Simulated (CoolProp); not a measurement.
Values from CoolProp's reference Helmholtz-energy equation of state, Lemmon 2006. It is a short technical equation, of lower accuracy than the large ones.

Task: Give the vapour pressure (MPa), enthalpy of vaporisation (kJ/kg), liquid cp (kJ/(kg K)), vapour Z of saturated R142b at 62.35 °C.

Result: 
```
T (°C)  p (MPa)  enthalpy of vaporisation (kJ/kg)  liquid cp (kJ/(kg K))  vapour Z
------  -------  --------------------------------  ---------------------  --------
62.35     0.927                               173                   1.44     0.814
```
